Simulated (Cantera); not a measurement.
Input: 1 mol SiC, 0.041 mol O₂, 450 mol N₂, 2.6 mol CO₂, at 0.133 bar.

Method: chemical equilibrium by Gibbs-energy minimisation in Cantera with the NASA 1993 tables (ideal gas, pure condensed phases). Candidate condensed phases: C, Si, SiC, SiO₂, Si₂N₂O, Si₃N₄; 34 gas species. N₂ is the only nitrogen source here; it is nearly inert below about 1500 K, so the nitride shown seldom forms there in practice. Mutual solubility and eutectic melting of coexisting phases are not modelled. The tables hold silica as quartz up to 1696 K and as liquid above; real silica turns to tridymite and cristobalite and melts near 1996 K. Rates play no part.

**Question.** What share of the Si ends up in condensed phases as a function of T (K), at 1473, 1548, 1623, 1698, 1773, 1848, 1923, 1998, 2073?

**Answer.** 
```json
[
 {"T (K)": "1473", "Si condensed (%)": "99.3", "as": "SiO₂(β-quartz) + Si₂N₂O(s)"},
 {"T (K)": "1548", "Si condensed (%)": "94.8", "as": "SiO₂(β-quartz) + Si₂N₂O(s)"},
 {"T (K)": "1623", "Si condensed (%)": "68.9", "as": "SiO₂(β-quartz) + Si₂N₂O(s)"},
 {"T (K)": "1698", "Si condensed (%)": "67.9", "as": "SiO₂(condensed)"},
 {"T (K)": "1773", "Si condensed (%)": "66.9", "as": "SiO₂(condensed)"},
 {"T (K)": "1848", "Si condensed (%)": "63.7", "as": "SiO₂(condensed)"},
 {"T (K)": "1923", "Si condensed (%)": "55.4", "as": "SiO₂(condensed)"},
 {"T (K)": "1998", "Si condensed (%)": "39.4", "as": "SiO₂(l)"},
 {"T (K)": "2073", "Si condensed (%)": "12.9", "as": "SiO₂(l)"}
]
```
